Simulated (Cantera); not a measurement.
Thermodynamics of silicon nitride deposition, feed SiCl4 + N2 + H2

Feed: 1 mol SiCl4, 0.73 mol N2, a varied amount of H2, at 8.90 Pa.

Method: chemical equilibrium by Gibbs-energy minimisation in Cantera with the NASA 1993 tables (ideal gas, pure condensed phases). Candidate condensed phases: NH4Cl, Si, Si3N4; 28 gas species. N2 is the only nitrogen source here; it is nearly inert below about 1500 K, so the nitride shown seldom forms there in practice. The tables' values for SiCl3 are old estimates. The numbers say what is thermodynamically allowed, not how fast it happens.

Stable condensed phases:

```
T in K \ n(H2) in mol
          0.6 0.82  1.1  1.6  2.1  2.9    4  5.5  7.6   10   14   20   27
   1925     A    A    A    A    A    A    A    A    A    A    A    A    A
   1825     A    A    A    A    A    A    A    A    A    A    A    A    A
   1725     A    A    A    A    A    A    A    A    A    A    A    A    A
   1625     A    A    A    A    A    A    A    A    A    A    A    B    B
   1525     A    A    A    A    A    A    A    A    A    A    A    B    B
   1425     A    A    A    A    A    A    A    A    A    A    B    B    B
   1325     A    A    A    A    A    A    C    C    C    C    C    C    C
   1225     C    C    C    C    C    C    C    C    C    C    C    C    C
   1125     C    C    C    C    C    C    C    C    C    C    C    C    C
   1025     C    C    C    C    C    C    C    C    C    C    C    C    C
    925     C    C    C    C    C    C    C    C    C    C    C    C    C
    825     C    C    C    C    C    C    C    C    C    C    C    C    C
```

A: gas only; B: Si; C: Si3N4.
